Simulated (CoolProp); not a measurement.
A single-stage vapour-compression cycle with the fluid: evaporating at 295.15 K (dew point), condensing at 318.15 K (bubble point), superheat 10 K, subcooling 2 K, compressor efficiency 0.9, no pressure losses. The same conditions are run with several fluids, on thermodynamics alone (safety and materials aside).

Model: reference Helmholtz-energy equation of state of each fluid (n-perfluorobutane: Gao 2022; c-C4F8 (RC318): Platzer 1990; R141b: Lemmon 2006; R11: Jacobsen 1992; n-pentane: Thol 2019; R142b: Lemmon 2006), in CoolProp. The equations of Platzer and Polt are older, rougher fits.

```
fluid              cooling COP  pressure ratio  discharge temperature (K)  refrigerating effect (kJ/kg)  volumetric capacity (kJ/m³)
-----------------  -----------  --------------  -------------------------  ----------------------------  ---------------------------
n-perfluorobutane         9.98            2.00                      318.2                          73.8                         1820
c-C4F8 (RC318)            10.2            2.00                          …                          89.9                         2190
R141b                     10.9            2.23                      331.9                           211                            …
R11                       10.9            2.13                      333.7                             …                          902
n-pentane                    …            2.23                      324.8                           336                          600
R142b                     10.6            1.95                          …                             …                         2450
```

Fill in the missing entries.


- c-C4F8 (RC318), discharge temperature (K): 320.3
- R141b, volumetric capacity (kJ/m³): 701
- R11, refrigerating effect (kJ/kg): 169
- n-pentane, cooling COP: 10.8
- R142b, discharge temperature (K): 330.4
- R142b, refrigerating effect (kJ/kg): 185

The compression ends wet for: n-perfluorobutane.
